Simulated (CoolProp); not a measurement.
R410A at 293.15 K and 0.94 MPa flows at 1.8 m/s in a round tube of 1 mm bore and 15 µm roughness, fully developed (64/Re and Nu = 3.66 if laminar; Colebrook and Gnielinski if turbulent). Each further row changes one setting.

Computed with CoolProp (reference Helmholtz-energy equation of state, Lemmon 2003). It is a pseudo-pure fit of the blend.

```tsv
case	Reynolds number	Darcy friction factor	pressure drop (Pa/m)	heat-transfer coefficient (W/(m² K))	mass flow (kg/h)
as stated	4530	0.0522	2770	320	0.166
velocity 3.6 m/s	9070	0.0483	10200	675	0.333
diameter 2 mm	9070	0.0410	1090	286	0.666
```

Viscosity comes from a separate model (Geller 2000). Thermal conductivity comes from a separate model (Geller 2001).
